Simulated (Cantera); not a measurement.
Input (Python, Cantera):

```python
import numpy as np
import cantera as ct

gas = ct.Solution("gri30.yaml")
gas.TPX = 1375, 45000, {'C3H8': 1, 'O2': 2.5, 'N2': 9.25}
reactor = ct.IdealGasConstPressureReactor(gas, energy="on", clone=False)
net = ct.ReactorNet([reactor])
net.rtol, net.atol = 1e-08, 1e-16
show = ['C3H8', 'O2', 'CH2CO', 'C2H6', 'HCO', 'CH2O', 'CH2']
times = np.geomspace(2e-06, 3, 10)

steps = ct.SolutionArray(gas, extra=["t"])
rows = []
print(f"{'t/s':>10s}{'T/K':>9s}{'P/Pa':>11s}" + "".join(f"{s:>11s}" for s in show))
for t in times:
    while net.time < t:
        t_next = net.step()
        steps.append(gas.state, t=t_next)
    rows.append([np.interp(t, steps.t, y) for y in (steps.T, steps.P, *steps(*show).X.T)])
    print(f"{t:10.3e}{rows[-1][0]:9.1f}{rows[-1][1]:11.4g}" + "".join(f"{x:11.3e}" for x in rows[-1][2:]))
rate = np.gradient(steps.T, steps.t)
print("integrator steps:", len(steps.t))
if steps.T.max() > steps.T[0] + 200:
    print(f"time of steepest temperature rise: {steps.t[rate.argmax()]:.4e} s")
gas.TPX = 1375, 45000, {'C3H8': 1, 'O2': 2.5, 'N2': 9.25}
gas.equilibrate("HP")
print(f"equilibrium (HP): T = {gas.T:.1f} K  " + "  ".join(f"{s} {gas[s].X[0]:.3e}" for s in show))
```

It prints:

```
       t/s      T/K       P/Pa       C3H8         O2      CH2CO       C2H6        HCO       CH2O        CH2
 2.000e-06   1374.7    4.5e+04  7.839e-02  1.961e-01  8.458e-12  7.151e-09  4.347e-12  5.364e-08  6.281e-11
 9.711e-06   1373.6    4.5e+04  7.817e-02  1.960e-01  9.148e-09  1.205e-06  6.049e-10  5.607e-06  2.604e-09
 4.715e-05   1369.3    4.5e+04  7.623e-02  1.950e-01  2.679e-06  1.661e-04  8.859e-08  3.808e-04  6.379e-08
 2.289e-04   1369.8    4.5e+04  6.367e-02  1.883e-01  1.724e-04  2.566e-03  1.054e-06  2.960e-03  1.331e-07
 1.112e-03   2508.3    4.5e+04  9.051e-15  8.329e-06  1.212e-06  2.873e-10  2.600e-07  1.288e-06  3.775e-06
 5.397e-03   2470.8    4.5e+04  7.130e-36  2.655e-05  9.482e-15  3.325e-24  1.266e-07  4.190e-09  8.068e-13
 2.621e-02   2465.9    4.5e+04  4.101e-36  3.054e-05  7.933e-15  2.389e-24  1.321e-07  4.044e-09  7.294e-13
 1.272e-01   2466.1    4.5e+04  4.046e-36  3.061e-05  7.893e-15  2.366e-24  1.322e-07  4.043e-09  7.262e-13
 6.179e-01   2466.1    4.5e+04  4.046e-36  3.061e-05  7.893e-15  2.366e-24  1.322e-07  4.043e-09  7.262e-13
 3.000e+00   2466.1    4.5e+04  4.046e-36  3.061e-05  7.893e-15  2.366e-24  1.322e-07  4.043e-09  7.262e-13
integrator steps: 1847
time of steepest temperature rise: 5.5452e-04 s
equilibrium (HP): T = 2466.1 K  C3H8 5.269e-36  O2 3.061e-05  CH2CO 8.609e-15  C2H6 2.875e-24  HCO 1.322e-07  CH2O 4.043e-09  CH2 7.801e-13
```

Cantera simulation using GRI-Mech 3.0 (53 species, 325 reactions); the numbers are that mechanism's predictions, not measurements. GRI-Mech 3.0 was tuned for natural gas; its chemistry of propane as a main component is partial and can be far from experiment.
